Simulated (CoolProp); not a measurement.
Dimethyl carbonate along the isotherm 326.85 °C: Z from the reference equation and from simpler models built on Tc = 283.9 °C, pc = 4.909 MPa, ω = 0.346; each cubic takes its own stable root.

The numbers come from the reference Helmholtz-energy equation of state, Zhou 2011 in CoolProp.

```csv
p (MPa),phase,reference,van der Waals,Redlich-Kwong,Peng-Robinson
0.0233,gas,0.9987,0.9988,0.9987,0.9986
0.0351,gas,0.9981,0.9982,0.9980,0.9979
0.053,gas,0.9971,0.9973,0.9970,0.9968
0.0799,gas,0.9956,0.9960,0.9955,0.9952
0.121,gas,0.9933,0.9939,0.9932,0.9927
0.182,gas,0.9899,0.9908,0.9898,0.9890
0.274,gas,0.9848,0.9860,0.9845,0.9834
0.414,gas,0.9770,0.9788,0.9766,0.9748
0.625,gas,0.9650,0.9677,0.9644,0.9618
0.942,gas,0.9468,0.9506,0.9457,0.9420
1.42,gas,0.9186,0.9239,0.9168,0.9116
2.14,gas,0.8742,0.8810,0.8712,0.8644
3.24,gas,0.8006,0.8076,0.7954,0.7883
4.88,gas,0.6731,0.6674,0.6616,0.6631
7.36,supercritical,0.4496,0.4073,0.4168,0.4594
```
